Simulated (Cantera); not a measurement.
Cantera with NASA thermochemical tables; ideal gases at 1 bar, condensed phases pure. Values are per mole of reaction as written; species without (g) are pure solids or liquids, kept so even where they would boil at 1 bar.

**Question.** Between 1623 and 2223 K, where is each reaction favourable under standard conditions?
- H2(g) + 2 SiH3Cl(g) = 2 SiH3(g) + 2 HCl(g)
- SiH3(g) + 3 HCl(g) = 5 H(g) + SiHCl3(g)

**Answer.** 
- H2(g) + 2 SiH3Cl(g) = 2 SiH3(g) + 2 HCl(g): ΔG° is 243 kJ at 1623 K and 147 kJ at 2223 K; it stays positive (K < 1). ΔH° is 500 kJ and ΔS° 159 J/K at 2223 K.
- SiH3(g) + 3 HCl(g) = 5 H(g) + SiHCl3(g): ΔG° is 410 kJ at 1623 K and 294 kJ at 2223 K; it stays positive (K < 1). ΔH° is 733 kJ and ΔS° 198 J/K at 2223 K.
